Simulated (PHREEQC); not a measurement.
Make-up at 25 °C: 0.00062 mol NH4F and 1.3e-05 mol H2S per kg of water. Closed to the air; pH follows from the charge balance.

The numbers come from PHREEQC with the ion-association model, wateq4f.dat.

No solid was allowed to form.

**Question.** What pH does the model give?

**Answer.** pH 6.03.

**Question.** In which forms is S present?

**Answer.** H2S 89 %, HS- 11 % of the S.

The polysulfide entries of wateq4f.dat were taken out for this run.
